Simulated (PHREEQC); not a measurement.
Solution (25 °C): 34 mmol/kgw NaHSO4. Closed to the air; pH follows from the charge balance.

Model: ion-association model, phreeqc.dat, run in PHREEQC.

```
Item                          Result
--------------------  --------------
pH                              1.79
ionic strength        0.0700 mol/kgw
specific conductance      9900 µS/cm
density                  1.000 g/cm³
total alkalinity        -34.0 meq/kg
```

| species | molality | activity | log γ |
|---|---|---|---|
| Na+ | 0.0328 | 0.0264 | -0.094 |
| H+ | 0.0192 | 0.0162 | -0.076 |
| SO4-2 | 0.0180 | 0.00752 | -0.379 |
| HSO4- | 0.0147 | 0.0118 | -0.096 |
| NaSO4- | 0.00123 | 0.000996 | -0.092 |

This is a speciation only: nothing precipitates in the calculation. Species that the database lacks are ignored.
